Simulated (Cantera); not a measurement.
What does this Cantera script print?

```python
import numpy as np
import cantera as ct

gas = ct.Solution("gri30.yaml")
gas.TPX = 800, 100000, {'CH4': 1, 'O2': 1.82, 'N2': 6.84, 'H2': 0.25}
inlet = ct.Reservoir(gas, clone=True)
gas.equilibrate("HP")  # start burning
reactor = ct.IdealGasConstPressureReactor(gas, energy="on", clone=False)
exhaust = ct.Reservoir(gas, clone=True)
tau = [0.021, 0.011, 0.0059, 0.0031, 0.0017, 0.00088, 0.00046, 0.00025, 0.00013, 6.9e-05][0]
for a, b in ((inlet, reactor), (reactor, exhaust)):
    ct.MassFlowController(a, b, mdot=lambda t: reactor.mass / tau)
net = ct.ReactorNet([reactor])
show = ['CH4', 'O2', 'HCN', 'C2H4', 'CO', 'CH2']

rows = []
print(f"{'tau/s':>10s}{'T/K':>9s}" + "".join(f"{s:>11s}" for s in show))
for tau in [0.021, 0.011, 0.0059, 0.0031, 0.0017, 0.00088, 0.00046, 0.00025, 0.00013, 6.9e-05]:
    net.initial_time = 0.0
    net.advance(30 * tau)
    before = gas.X
    net.advance(40 * tau)
    drift = np.max(np.abs(gas.X - before) / (gas.X + 1e-9))
    rows.append([gas.T, *gas[show].X, drift])
    print(f"{tau:10.3e}{gas.T:9.1f}" + "".join(f"{x:11.3e}" for x in gas[show].X))
```

Output:

```
     tau/s      T/K        CH4         O2        HCN       C2H4         CO        CH2
 2.100e-02   2450.1  6.444e-06  2.438e-03  1.500e-06  6.406e-10  4.318e-02  4.973e-07
 1.100e-02   2436.5  1.078e-05  2.929e-03  2.079e-06  1.657e-09  4.360e-02  8.314e-07
 5.900e-03   2417.0  1.725e-05  3.618e-03  2.629e-06  3.790e-09  4.419e-02  1.307e-06
 3.100e-03   2389.4  2.762e-05  4.588e-03  3.122e-06  8.319e-09  4.501e-02  2.001e-06
 1.700e-03   2356.7  4.294e-05  5.737e-03  3.498e-06  1.684e-08  4.595e-02  2.898e-06
 8.800e-04   2314.3  7.084e-05  7.245e-03  3.884e-06  3.695e-08  4.713e-02  4.284e-06
 4.600e-04   2268.2  1.197e-04  8.964e-03  4.390e-06  8.493e-08  4.842e-02  6.335e-06
 2.500e-04   2223.4  2.034e-04  1.084e-02  5.190e-06  2.033e-07  4.983e-02  9.385e-06
 1.300e-04   2175.8  3.786e-04  1.336e-02  6.767e-06  5.957e-07  5.183e-02  1.503e-05
 6.900e-05   2128.2  7.457e-04  1.705e-02  9.716e-06  2.059e-06  5.485e-02  2.548e-05
```

Model: GRI-Mech 3.0 (53 species, 325 reactions), integrated in Cantera.
